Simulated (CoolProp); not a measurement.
Properties of water at several states (Tc = 647.1 K, pc = 22.06 MPa, ω = 0.344).

The numbers come from the reference Helmholtz-energy equation of state, Wagner 2002 in CoolProp.

| T (K) | p (MPa) | phase | Z | cv (kJ/(kg K)) | expansivity (1/kK) | conductivity (mW/(m K)) |
|---|---|---|---|---|---|---|
| 968.4 | 10.2 | gas | (withheld) | 1.871 | 1.184 | (withheld) |
| 403.8 | 0.218 | gas | 0.9767 | 1.596 | 2.771 | 27.6 |
| 619.4 | 0.0943 | gas | 0.9983 | (withheld) | 1.625 | 48.6 |
| 983 | 4.99 | gas | 0.9861 | 1.846 | 1.084 | (withheld) |

**Question.** Fill in the missing entries.

**Answer.** 
- 968.4, Z: 0.9694
- 968.4, conductivity (mW/(m K)): 99.5
- 619.4, cv (kJ/(kg K)): 1.571
- 983, conductivity (mW/(m K)): 97.3

Thermal conductivity comes from a separate model (Huber 2012).
